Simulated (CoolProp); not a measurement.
The fluid at 354.41 K and 1.35 MPa (gas) is heated at constant pressure to 463.9 K. The same conditions are run with several fluids, on thermodynamics alone (safety and materials aside).

Computed with CoolProp (reference Helmholtz-energy equation of state of each fluid (propyne: Polt 1992; R404A: Lemmon 2003; CF4 (R14): Platzer 1990; propane: Lemmon 2009)). The equations of Platzer and Polt are older, rougher fits. Blends and air are pseudo-pure fits.

Task: Rank propyne, R404A, CF4 (R14), propane by heat (kJ/kg), highest first.

Result: propane (250), propyne (219), R404A (122), CF4 (R14) (92.5)

```tsv
fluid	final density (kg/m³)
propyne	14.8
R404A	35.8
CF4 (R14)	30.9
propane	16.3
```
